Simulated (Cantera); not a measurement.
Equilibrium for hydrogen reduction and annealing atmospheres: V₂O₅ + H₂ + N₂

A closed system holds: 1 mol V₂O₅, 300 mol H₂, 18 mol N₂, at 1902 °C.

These are equilibrium values from Cantera (NASA tables, ideal gas, pure condensed phases), not measurements of a reactor. Candidate condensed phases: H₂O, V, VN, VO, V₂O₃, V₂O₄, V₂O₅; 28 gas species. VO: taken at fixed stoichiometry. Rates play no part.

```
P (Pa)    x H₂      x H    x N₂    x H₂O     x VO₂      x VO  n VO(l)
-------  -----  -------  ------  -------  --------  --------  -------
10       0.574    0.370  0.0458  0.00469   0.00258   0.00228        0
100      0.798    0.138  0.0524  0.00603   0.00283   0.00270        0
1000     0.887   0.0460  0.0551  0.00714   0.00219   0.00196    0.579
10000    0.919   0.0148  0.0562  0.00909  0.000269  0.000196     1.85
100000   0.929  0.00471  0.0565  0.00938   2.74e-5   1.96e-5     1.98
1000000  0.932  0.00149  0.0565  0.00942   2.75e-6   1.96e-6     2.00
```
x: gas mole fraction; n: condensed amount in mol.

From 0.0750 Torr to 0.750 Torr nothing is condensed. From 7.50 Torr to 7500 Torr the condensed part is VO(l). The main V-bearing gas is VO₂ throughout.
